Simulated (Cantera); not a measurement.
A freely propagating, adiabatic, planar premixed flame of 4.57 % C3H8, 19.1 % O2, 76.4 % N2, unburnt at 400 K and 330 Torr; multicomponent+Soret transport, grid criteria slope 0.08 and curve 0.16, no radiation.

Computed with Cantera and GRI-Mech 3.0 (53 species, 325 reactions). GRI-Mech 3.0 was tuned for natural gas; its chemistry of propane as a main component is partial and can be far from experiment. Burning velocities carry a grid error of a few per cent, more on coarse grids.

x: mole fraction of selected species; z is measured from the peak of heat release.

```json
[
 {"z (mm)": "-1.94", "T (K)": "400", "u (m/s)": "0.805", "x C3H8": "0.0457", "x O2": "0.191", "x H2": "0.000750", "x CH2CO": "<1e-8", "x NO2": "<1e-8", "x NO": "<1e-8"},
 {"z (mm)": "-1.29", "T (K)": "401", "u (m/s)": "0.808", "x C3H8": "0.0456", "x O2": "0.190", "x H2": "0.00239", "x CH2CO": "5.10e-8", "x NO2": "<1e-8", "x NO": "<1e-8"},
 {"z (mm)": "-0.971", "T (K)": "406", "u (m/s)": "0.820", "x C3H8": "0.0456", "x O2": "0.189", "x H2": "0.00465", "x CH2CO": "5.71e-7", "x NO2": "<1e-8", "x NO": "1.62e-8"},
 {"z (mm)": "-0.647", "T (K)": "454", "u (m/s)": "0.925", "x C3H8": "0.0457", "x O2": "0.185", "x H2": "0.00986", "x CH2CO": "1.25e-5", "x NO2": "5.94e-8", "x NO": "1.81e-7"},
 {"z (mm)": "-0.324", "T (K)": "…", "u (m/s)": "1.80", "x C3H8": "…", "x O2": "…", "x H2": "…", "x CH2CO": "…", "x NO2": "…", "x NO": "…"},
 {"z (mm)": "-0.162", "T (K)": "1275", "u (m/s)": "2.78", "x C3H8": "0.0123", "x O2": "0.102", "x H2": "0.0303", "x CH2CO": "0.00105", "x NO2": "3.16e-8", "x NO": "5.56e-6"},
 {"z (mm)": "0", "T (K)": "1662", "u (m/s)": "3.72", "x C3H8": "0.000455", "x O2": "0.0549", "x H2": "0.0332", "x CH2CO": "0.00107", "x NO2": "<1e-8", "x NO": "1.13e-5"},
 {"z (mm)": "0.162", "T (K)": "1843", "u (m/s)": "4.15", "x C3H8": "7.97e-7", "x O2": "0.0268", "x H2": "0.0288", "x CH2CO": "0.000225", "x NO2": "<1e-8", "x NO": "1.98e-5"},
 {"z (mm)": "0.324", "T (K)": "1893", "u (m/s)": "4.26", "x C3H8": "<1e-8", "x O2": "…", "x H2": "0.0250", "x CH2CO": "…", "x NO2": "<1e-8", "x NO": "…"},
 {"z (mm)": "0.647", "T (K)": "1924", "u (m/s)": "4.30", "x C3H8": "<1e-8", "x O2": "0.00867", "x H2": "0.0239", "x CH2CO": "4.97e-8", "x NO2": "<1e-8", "x NO": "3.33e-5"},
 {"z (mm)": "1.29", "T (K)": "1954", "u (m/s)": "4.35", "x C3H8": "<1e-8", "x O2": "0.00664", "x H2": "0.0247", "x CH2CO": "<1e-8", "x NO2": "<1e-8", "x NO": "3.72e-5"},
 {"z (mm)": "2.59", "T (K)": "1993", "u (m/s)": "4.43", "x C3H8": "<1e-8", "x O2": "0.00551", "x H2": "0.0244", "x CH2CO": "<1e-8", "x NO2": "<1e-8", "x NO": "4.14e-5"},
 {"z (mm)": "5.18", "T (K)": "2044", "u (m/s)": "4.52", "x C3H8": "<1e-8", "x O2": "0.00418", "x H2": "0.0235", "x CH2CO": "<1e-8", "x NO2": "<1e-8", "x NO": "4.79e-5"}
]
```

### Question
Some entries are withheld; supply them.

### Answer

- -0.324, T (K): 855
- -0.324, x C3H8: 0.0349
- -0.324, x O2: 0.147
- -0.324, x H2: 0.0221
- -0.324, x CH2CO: 0.000323
- -0.324, x NO2: 8.60e-8
- -0.324, x NO: 2.34e-6
- 0.324, x O2: 0.0151
- 0.324, x CH2CO: 1.74e-5
- 0.324, x NO: 2.70e-5
